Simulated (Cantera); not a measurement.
Premixed flame

A freely propagating, adiabatic, planar premixed flame of CH4 : O2 : N2 : H2O = 1 : 1.82 : 6.84 : 0.49 (molar parts), unburnt at 350 K and 2.30 bar; mixture-averaged transport, grid criteria slope 0.08 and curve 0.16, no radiation.

Detailed kinetics in Cantera: GRI-Mech 3.0 (53 species, 325 reactions). Burning velocities carry a grid error of a few per cent, more on coarse grids.

```tsv
z (mm)	T (K)	u (m/s)	x CH4	x O2	x H2O	x HO2	x H2O2	x C2H4
-0.842	350	0.283	0.0984	0.179	0.0483	1.89e-8	1.77e-8	1.53e-8
-0.561	353	0.285	0.0980	0.179	0.0486	3.22e-7	2.99e-7	3.83e-7
-0.421	367	0.297	0.0969	0.177	0.0503	1.93e-6	1.68e-6	2.96e-6
-0.281	472	0.385	0.0902	0.170	0.0627	2.03e-5	1.20e-5	3.98e-5
-0.140	974	0.807	0.0595	0.127	0.116	0.000131	3.67e-5	0.000395
-0.0701	1405	1.17	0.0312	0.0834	0.159	0.000137	1.41e-5	0.000770
0	1794	1.50	0.00613	0.0366	0.198	5.97e-5	1.53e-6	0.000389
0.0701	1945	1.62	0.000258	0.0136	0.213	1.12e-5	4.72e-7	8.91e-6
0.140	1994	1.65	5.79e-6	0.00740	0.216	5.60e-6	3.65e-7	4.35e-8
0.281	2046	1.69	<1e-8	0.00440	0.218	3.20e-6	2.60e-7	<1e-8
0.561	2096	1.73	<1e-8	0.00250	0.222	1.61e-6	1.63e-7	<1e-8
1.12	2132	1.76	<1e-8	0.00117	0.225	6.32e-7	8.67e-8	<1e-8
2.24	2153	1.77	<1e-8	0.000479	0.227	2.09e-7	4.04e-8	<1e-8
```
x: mole fraction of selected species; z is measured from the peak of heat release.

laminar burning velocity: 28.2 cm/s
thermal thickness: 0.281 mm
peak x(HO2): 0.000140
peak x(H2O2): 3.67e-5
peak x(C2H4): 0.000806
grid points: 148
